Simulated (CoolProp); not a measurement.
Vapour-liquid equilibrium of benzene (1) + octamethylcyclotetrasiloxane (D4) (2) at 0.363 bar; x and y are mole fractions of (1).

Values from CoolProp's multi-fluid Helmholtz-energy mixture model, Thol 2012 and Thol 2015; pair parameters Bell 2016.

```csv
x,"bubble temperature, mixture model (K)","bubble temperature, Raoult's law (K)","y, mixture model","y, Raoult's law"
0.05,400.1,396.4,0.363,0.446
0.15,378.3,374.9,0.744,0.780
0.25,362.6,361.4,0.883,0.891
0.35,351.9,351.9,0.938,0.939
0.45,344.5,344.9,0.964,0.964
0.55,339.0,339.2,0.977,0.978
0.65,334.7,334.7,0.985,0.987
0.75,331.0,330.8,0.991,0.992
0.85,327.6,327.5,0.996,0.996
0.95,324.6,324.5,0.999,0.999
```

The largest gap from Raoult's law is +3.7 K in bubble temperature, at x = 0.05. No azeotrope shows between x = 0.05 and 0.95.

Pair parameters are fitted to limited data, so mixtures are less certain than the pure fluids. The gap from Raoult's law changes sign with composition, which may be real or a fault of the pair parameters; it wasn't checked against measurements.
